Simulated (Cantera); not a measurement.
**Chemical vapour transport: Al + H2O + N2**

Charge: 1 mol Al, a varied amount of H2O, 2.3 mol N2, held at 725 K and 750 Torr.

Equilibrium computed with Cantera from the NASA thermochemical tables; the gas is ideal and each condensed phase is pure. Candidate condensed phases: Al, AlN, Al2O3, H2O; 35 gas species. Rates play no part.

```json
[
 {"n(H2O) (mol)": "0.022", "log p N2": "-0.01", "log p H2": "-1.92", "log p H2O": "-10.14", "log p NH3": "-5.05", "n AlN(s)": "0.985", "n Al2O3(s)": "0.00733"},
 {"n(H2O) (mol)": "0.036", "log p N2": "-0.01", "log p H2": "-1.71", "log p H2O": "-9.93", "log p NH3": "-4.74", "n AlN(s)": "0.976", "n Al2O3(s)": "0.0120"},
 {"n(H2O) (mol)": "0.059", "log p N2": "-0.01", "log p H2": "-1.50", "log p H2O": "-9.73", "log p NH3": "-4.43", "n AlN(s)": "0.961", "n Al2O3(s)": "0.0197"},
 {"n(H2O) (mol)": "0.098", "log p N2": "-0.02", "log p H2": "-1.30", "log p H2O": "-9.52", "log p NH3": "-4.12", "n AlN(s)": "0.935", "n Al2O3(s)": "0.0327"},
 {"n(H2O) (mol)": "0.16", "log p N2": "-0.04", "log p H2": "-1.10", "log p H2O": "-9.33", "log p NH3": "-3.83", "n AlN(s)": "0.893", "n Al2O3(s)": "0.0533"},
 {"n(H2O) (mol)": "0.27", "log p N2": "-0.06", "log p H2": "-0.90", "log p H2O": "-9.14", "log p NH3": "-3.55", "n AlN(s)": "0.820", "n Al2O3(s)": "0.0900"},
 {"n(H2O) (mol)": "0.45", "log p N2": "-0.09", "log p H2": "-0.73", "log p H2O": "-8.98", "log p NH3": "-3.30", "n AlN(s)": "0.700", "n Al2O3(s)": "0.150"},
 {"n(H2O) (mol)": "0.74", "log p N2": "-0.13", "log p H2": "-0.58", "log p H2O": "-8.84", "log p NH3": "-3.10", "n AlN(s)": "0.507", "n Al2O3(s)": "0.247"},
 {"n(H2O) (mol)": "1.2", "log p N2": "-0.19", "log p H2": "-0.45", "log p H2O": "-8.74", "log p NH3": "-2.94", "n AlN(s)": "0.200", "n Al2O3(s)": "0.400"},
 {"n(H2O) (mol)": "2", "log p N2": "-0.27", "log p H2": "-0.46", "log p H2O": "-0.93", "log p NH3": "-2.99", "n AlN(s)": "0", "n Al2O3(s)": "0.500"}
]
```
log p: log10 of the partial pressure in bar; n: condensed amount in mol.

From 0.022 mol H2O to 1.2 mol H2O the condensed part is AlN(s) + Al2O3(s). At 2 mol H2O the condensed part is Al2O3(s).
